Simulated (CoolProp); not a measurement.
The numbers come from the reference Helmholtz-energy equation of state, Lemmon 2005 in CoolProp. It is a short technical equation, of lower accuracy than the large ones.

Give the vapour pressure (kPa), liquid density (kg/m³), vapour density (kg/m³) of saturated trans-2-butene at 364.9 K.


```json
[
 {"T (K)": "364.9", "p (kPa)": "1280", "liquid density (kg/m³)": "505", "vapour density (kg/m³)": "30.8"}
]
```
